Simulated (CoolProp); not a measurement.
Saturation properties of 1,2-dichloroethane.

Values from CoolProp's reference Helmholtz-energy equation of state, Thol 2015.

```
T (°C)  p (MPa)  liquid density (kg/m³)  vapour density (kg/m³)  enthalpy of vaporisation (kJ/kg)  liquid cp (kJ/(kg K))
------  -------  ----------------------  ----------------------  --------------------------------  ---------------------
56.45   0.03996                    1199                   1.465                             338.8                  1.332
65.95   0.05651                    1184                       ?                             333.8                  1.342
75.35   0.07792                    1170                   2.728                             328.8                  1.354
84.85    0.1057                    1155                   3.625                                 ?                      ?
94.25    0.1403                    1139                   4.725                             318.2                  1.380
103.75   0.1839                    1124                   6.085                             312.6                  1.394
113.25   0.2372                    1107                   7.734                             306.8                  1.408
122.65        ?                    1091                   9.690                             300.8                  1.424
132.15   0.3783                    1074                   12.04                             294.5                  1.440
141.65   0.4697                    1057                   14.82                             288.0                      ?
151.05   0.5758                    1039                   18.04                             281.2                  1.476
160.55   0.7005                    1020                   21.85                             274.0                  1.496
170.05   0.8444                    1001                   26.29                             266.4                      ?
179.45    1.008                   981.1                   31.39                             258.6                  1.541
188.95    1.195                   960.3                   37.37                             250.1                  1.568
```

Task: What belongs in the gaps?

Result: 
- 65.95, vapour density (kg/m³): 2.022
- 84.85, enthalpy of vaporisation (kJ/kg): 323.5
- 84.85, liquid cp (kJ/(kg K)): 1.367
- 122.65, p (MPa): 0.3011
- 141.65, liquid cp (kJ/(kg K)): 1.457
- 170.05, liquid cp (kJ/(kg K)): 1.517

It boils at 83.5 °C under 1 atm.
